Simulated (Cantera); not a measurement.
A closed system holds: 1 mol SiO2, 1.4 mol BCl3, 18 mol O2, equilibrated at 0.00630 bar.

Method: chemical equilibrium by Gibbs-energy minimisation in Cantera with the NASA 1993 tables (ideal gas, pure condensed phases). Candidate condensed phases: B, B2O3, Si, SiO2; 27 gas species. Condensed phases not in the tables: borates and borosilicate glass, alloys, solid solutions and most ternary compounds. Kinetics and transport are ignored.

Question: At 823 K, list the 3 most abundant gas species with their mole fractions, and the condensed phases.

Answer: O2 0.890, Cl2 0.110, Cl 6.58e-5. Condensed: B2O3(l) + SiO2(α-quartz).
